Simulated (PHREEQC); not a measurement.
Dissolve 27 mmol/kgw NH4HF2, 1.5 mmol/kgw H2SiF6 and 0.31 mmol/kgw HCl at 61 °C. Closed to the air; pH follows from the charge balance.

All values are PHREEQC results (ion-association model, phreeqc.dat), not measurements.

```tsv
quantity	before	after
pH	3.30	2.68
ionic strength (mol/kgw)	0.0291	0.00272
HF (mol/kgw)	0.0271	0.00503
F- (mol/kgw)	0.0217	0.000856
HF2- (mol/kgw)	0.00259	1.89e-5
```

Task: What was changed between the two runs?
A) H2SiF6 left out
B) temperature from 61 to 45 °C
C) HCl left out
D) temperature from 61 to 35 °C
E) NH4HF2 left out

Result: E, NH4HF2 left out

This is a speciation only: nothing precipitates in the calculation. Some of these states are supersaturated (in Quartz (slow to form), Chalcedony (slow to form), for instance). Away from 25 °C the constants follow the database's enthalpies or fits; those with neither stay at their 25 °C values. SiF6-2 is the database's only silicon fluoride.
